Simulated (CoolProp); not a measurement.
Vapour pressure (kPa) of R245fa: the reference equation beside estimates from Tc = 427.0 K, pc = 3651 kPa, ω = 0.378.

The numbers come from the reference Helmholtz-energy equation of state, Akasaka 2015 in CoolProp.

```json
[
 {"T (K)": "329.7", "reference": "418.6", "Lee-Kesler": "420.3", "van der Waals": "1185", "Redlich-Kwong": "693.8", "Soave-Redlich-Kwong": "421.2", "Peng-Robinson": "416.9"},
 {"T (K)": "339.1", "reference": "546.1", "Lee-Kesler": "547.9", "van der Waals": "1353", "Redlich-Kwong": "851.9", "Soave-Redlich-Kwong": "550.3", "Peng-Robinson": "543.8"},
 {"T (K)": "348.6", "reference": "702.9", "Lee-Kesler": "704.6", "van der Waals": "1536", "Redlich-Kwong": "1035", "Soave-Redlich-Kwong": "709.4", "Peng-Robinson": "700.3"},
 {"T (K)": "358", "reference": "889.3", "Lee-Kesler": "890.4", "van der Waals": "1732", "Redlich-Kwong": "1242", "Soave-Redlich-Kwong": "898.8", "Peng-Robinson": "886.8"},
 {"T (K)": "367.5", "reference": "1113", "Lee-Kesler": "1113", "van der Waals": "1946", "Redlich-Kwong": "1477", "Soave-Redlich-Kwong": "1126", "Peng-Robinson": "1112"},
 {"T (K)": "376.9", "reference": "1374", "Lee-Kesler": "1373", "van der Waals": "2173", "Redlich-Kwong": "1738", "Soave-Redlich-Kwong": "1391", "Peng-Robinson": "1374"},
 {"T (K)": "386.4", "reference": "1682", "Lee-Kesler": "1679", "van der Waals": "2417", "Redlich-Kwong": "2031", "Soave-Redlich-Kwong": "1704", "Peng-Robinson": "1684"},
 {"T (K)": "395.8", "reference": "2035", "Lee-Kesler": "2032", "van der Waals": "2676", "Redlich-Kwong": "2352", "Soave-Redlich-Kwong": "2061", "Peng-Robinson": "2041"}
]
```

Absolute difference from the reference over all 8 rows, mean and median: Lee-Kesler 0.2 and 0.2 %, van der Waals 94.0 and 84.8 %, Redlich-Kwong 38.0 and 36.2 %, Soave-Redlich-Kwong 1.0 and 1.1 %, Peng-Robinson 0.2 and 0.3 %.
